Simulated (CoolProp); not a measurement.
Vapour pressure (MPa) of R227EA: the reference equation beside estimates from Tc = 101.8 °C, pc = 2.925 MPa, ω = 0.358. Clausius-Clapeyron is anchored at -44.25 °C with a constant enthalpy of vaporisation of 24.34 kJ/mol.

Computed with CoolProp (reference Helmholtz-energy equation of state, Lemmon 2016).

```csv
T (°C),reference,Lee-Kesler,Clausius-Clapeyron,van der Waals,Redlich-Kwong,Soave-Redlich-Kwong,Peng-Robinson
-87.75,0.001024,0.0009949,0.001263,0.07543,0.005664,0.001025,0.001130
-73.25,0.003606,0.003508,0.003968,0.1241,0.01544,0.003585,0.003831
-58.75,0.01036,0.01014,0.01068,0.1915,0.03552,0.01028,0.01073
-44.25,0.02536,0.02499,0.02536,0.2808,0.07178,0.02518,0.02581
-29.75,0.05463,0.05424,0.05432,0.3949,0.1310,0.05435,0.05498
-15.25,0.1062,0.1060,0.1068,0.5362,0.2204,0.1060,0.1062
-0.85,0.1892,0.1897,0.1946,0.7061,0.3467,0.1896,0.1885
13.65,0.3164,0.3176,0.3352,0.9088,0.5188,0.3181,0.3149
28.15,0.5002,0.5020,0.5477,1.145,0.7432,0.5046,0.4982
42.65,0.7550,0.7566,0.8556,1.418,1.027,0.7639,0.7536
57.15,1.097,1.097,1.285,1.727,1.376,1.112,1.098
71.55,1.541,1.540,1.861,2.072,1.794,1.562,1.546
```

Absolute difference from the reference over all 12 rows, mean and median: Lee-Kesler 0.9 and 0.4 %, Clausius-Clapeyron 8.9 and 7.7 %, van der Waals 1263.4 and 339.0 %, Redlich-Kwong 144.0 and 95.4 %, Soave-Redlich-Kwong 0.7 and 0.6 %, Peng-Robinson 2.0 and 0.4 %.
